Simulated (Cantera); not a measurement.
Cantera run, input and output.

```python
import numpy as np
import cantera as ct

gas = ct.Solution("gri30.yaml")
gas.TPX = 1375, 1333, {'H2': 0.031, 'O2': 1, 'N2': 0.078}
reactor = ct.IdealGasConstPressureReactor(gas, energy="off", clone=False)
net = ct.ReactorNet([reactor])
net.rtol, net.atol = 1e-08, 1e-18
show = ['H2', 'O2', 'HO2', 'H2O', 'O']
times = np.geomspace(3e-06, 10, 12)

steps = ct.SolutionArray(gas, extra=["t"])
rows = []
print(f"{'t/s':>10s}{'T/K':>9s}{'P/Pa':>11s}" + "".join(f"{s:>11s}" for s in show))
for t in times:
    while net.time < t:
        t_next = net.step()
        steps.append(gas.state, t=t_next)
    rows.append([np.interp(t, steps.t, y) for y in (steps.T, steps.P, *steps(*show).X.T)])
    print(f"{t:10.3e}{rows[-1][0]:9.1f}{rows[-1][1]:11.4g}" + "".join(f"{x:11.3e}" for x in rows[-1][2:]))
rate = np.gradient(steps.T, steps.t)
print("integrator steps:", len(steps.t))
if steps.T.max() > steps.T[0] + 200:
    print(f"time of steepest temperature rise: {steps.t[rate.argmax()]:.4e} s")
gas.TPX = 1375, 1333, {'H2': 0.031, 'O2': 1, 'N2': 0.078}
gas.equilibrate("TP")
print(f"equilibrium (TP): T = {gas.T:.1f} K  " + "  ".join(f"{s} {gas[s].X[0]:.3e}" for s in show))
```

Result:

```
       t/s      T/K       P/Pa         H2         O2        HO2        H2O          O
 3.000e-06   1375.0       1333  2.795e-02  9.017e-01  1.243e-09  8.661e-13  7.683e-11
 1.175e-05   1375.0       1333  2.795e-02  9.017e-01  4.868e-09  4.595e-11  1.034e-09
 4.604e-05   1375.0       1333  2.795e-02  9.017e-01  1.907e-08  2.006e-09  1.103e-08
 1.803e-04   1375.0       1333  2.795e-02  9.017e-01  7.469e-08  6.852e-08  1.072e-07
 7.064e-04   1375.0       1333  2.794e-02  9.017e-01  2.973e-07  8.157e-06  6.720e-06
 2.767e-03   1375.0       1333  7.027e-04  8.773e-01  1.327e-06  2.393e-02  2.103e-02
 1.084e-02   1375.0       1333  2.910e-04  8.779e-01  1.161e-06  2.506e-02  2.105e-02
 4.247e-02   1375.0       1333  2.372e-04  8.823e-01  1.069e-06  2.562e-02  1.687e-02
 1.664e-01   1375.0       1333  1.200e-04  8.913e-01  7.831e-07  2.679e-02  8.250e-03
 6.517e-01   1375.0       1333  2.464e-05  8.983e-01  3.167e-07  2.780e-02  1.648e-03
 2.553e+00   1375.0       1333  2.725e-06  9.000e-01  6.802e-08  2.818e-02  1.804e-04
 1.000e+01   1375.0       1333  3.273e-07  9.002e-01  2.842e-08  2.829e-02  2.162e-05
integrator steps: 1405
equilibrium (TP): T = 1375.0 K  H2 7.961e-08  O2 9.001e-01  HO2 3.953e-08  H2O 2.832e-02  O 5.265e-06
```

Computed with Cantera and GRI-Mech 3.0 (53 species, 325 reactions). Radical loss at walls, strong at low pressure, is not modelled.
